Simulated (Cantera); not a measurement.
An isothermal plug-flow reactor at 898 K and 0.395 atm (inlet), inlet velocity 0.46 m/s, active area per volume 5200 1/m; feed 0.627 % CH4, 5.92 % O2, 93.5 % N2, equivalence ratio 0.21.

Detailed kinetics in Cantera: Deutschmann's 1995 Pt surface mechanism with GRI-Mech 3.0 gas chemistry. Catalytic surfaces can have several steady states; this one follows from the mechanism file's or the stated starting coverage. Mass transfer to the wall is taken as infinitely fast.

One state of this run: x CH4 = 0.000185; x O2 = 0.0470; x H2O = 0.0122; x CO2 = 0.00608; x CO = 6.43e-8; θ free Pt = 0.165; θ O* = 0.833; θ OH* = 0.00173. x: gas mole fraction; θ: surface coverage.

Question: Which value of z (m) does it belong to?
A. 0.0074
B. 0.00074
C. 7.4e-05
D. 0.0034

Answer: A, 0.0074
